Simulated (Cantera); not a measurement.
**Ignition delay**

Mixture: 4.34 % CH₄, 0.386 % H₂, 19.3 % O₂, 72.4 % N₂, 3.60 % H₂O, at 2.40 bar, adiabatic and at constant volume. Ignition delay is the time to a rise of 400 K.

Computed with Cantera and GRI-Mech 3.0 (53 species, 325 reactions).

```tsv
T0 (K)	delay (ms)
1273	2.69
1348	1.26
1423	0.614
1498	0.317
1573	0.174
1648	0.101
1723	0.0616
1798	0.0394
```

The apparent activation energy between 1648 and 1798 K comes out as 150 kJ/mol.
